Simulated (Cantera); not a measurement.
Input: 1 mol CCl4, 0.51 mol HCl, equilibrated at 3425 K and 1.80 mbar.

Equilibrium computed with Cantera from the NASA thermochemical tables; the gas is ideal and each condensed phase is pure. The tables' values for CCl are old estimates; treat these amounts as uncertain. Kinetics and transport are ignored.

```csv
species,before,after
Cl,0.778,0.821
C,0.109,0.118
H,0.0871,0.0294
C3,0.0128,0.0165
C2,0.0126,0.0149
H2,5.54e-5,6.30e-6
HCl,0.000744,0.000264
C2H,5.86e-5,2.34e-5
C5,9.15e-6,1.39e-5
C4,1.42e-5,1.99e-5
CCl,3.64e-5,4.18e-5
```
Gas species are given as mole fractions.

Problem. Which change was made?
A) pressure from 1.80 mbar to 13.3 mbar
B) pressure from 1.80 mbar to 2.90 mbar
C) HCl from 0.51 to 0.15 mol
D) temperature from 3425 K to 1625 K

Solution. C, HCl from 0.51 to 0.15 mol
